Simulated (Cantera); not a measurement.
Feed: 1 mol SiO2, 1.1 mol HF, equilibrated at 1330 Pa.

Equilibrium computed with Cantera from the NASA thermochemical tables; the gas is ideal and each condensed phase is pure. Candidate condensed phases: H2O, Si, SiO2; 38 gas species. The tables hold silica as quartz up to 1696 K and as liquid above; real silica turns to tridymite and cristobalite and melts near 1996 K. Rates play no part. All values below are at 952 °C.

Base state: HF 0.766, H2O 0.156, SiF4 0.0781, H2 1.20e-5 (mole fractions); condensed: SiO2(β-quartz).

What changes in the equilibrium state with this change: pressure from 1330 Pa to 100000 Pa?


```
species               before    after
-------------------  -------  -------
HF                     0.766    0.476
H2O                    0.156    0.349
SiF4                  0.0781    0.175
H2                   1.20e-5  4.86e-6
SiO2(β-quartz), mol    0.920    0.836
```
Gases not in the tables: Si(OH)4.
